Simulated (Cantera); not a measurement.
Moist CO burnout

An isothermal, constant-pressure homogeneous reactor starts with CO : O2 : H2O : N2 = 0.0038 : 0.043 : 0.048 : 1 (molar parts), equivalence ratio 0.044, at 1000 K and 7.40 bar.

Computed with Cantera and GRI-Mech 3.0 (53 species, 325 reactions).

| t (s) | x CO | x O2 | x H2O | x H2 | x NO | x CO2 |
|---|---|---|---|---|---|---|
| 0.000300 | 0.00347 | 0.0393 | 0.0438 | 2.31e-12 | <1e-12 | 8.72e-10 |
| 0.000793 | 0.00347 | 0.0393 | 0.0438 | 8.74e-12 | <1e-12 | 3.02e-9 |
| 0.00210 | 0.00347 | 0.0393 | 0.0438 | 3.14e-11 | <1e-12 | 1.08e-8 |
| 0.00554 | 0.00347 | 0.0393 | 0.0438 | 1.34e-10 | <1e-12 | 4.71e-8 |
| 0.0147 | 0.00347 | 0.0393 | 0.0438 | 7.94e-10 | <1e-12 | 2.87e-7 |
| 0.0387 | 0.00347 | 0.0393 | 0.0438 | 8.41e-9 | <1e-12 | 2.95e-6 |
| 0.102 | 0.00341 | 0.0392 | 0.0438 | 2.37e-7 | <1e-12 | 6.31e-5 |
| 0.271 | 0.00306 | 0.0391 | 0.0438 | 1.43e-6 | <1e-12 | 0.000408 |
| 0.715 | 0.00236 | 0.0387 | 0.0439 | 2.33e-6 | <1e-12 | 0.00112 |
| 1.89 | 0.00137 | 0.0383 | 0.0439 | 1.69e-6 | <1e-12 | 0.00211 |
| 5.00 | 0.000555 | 0.0379 | 0.0439 | 6.82e-7 | <1e-12 | 0.00292 |
x: mole fraction; the columns are a selection and need not sum to one.

Equilibrium at this temperature and pressure: CO <1e-12, O2 0.0376, H2O 0.0439, H2 7.32e-12, NO 1.43e-5, CO2 0.00348 (gas phase only).
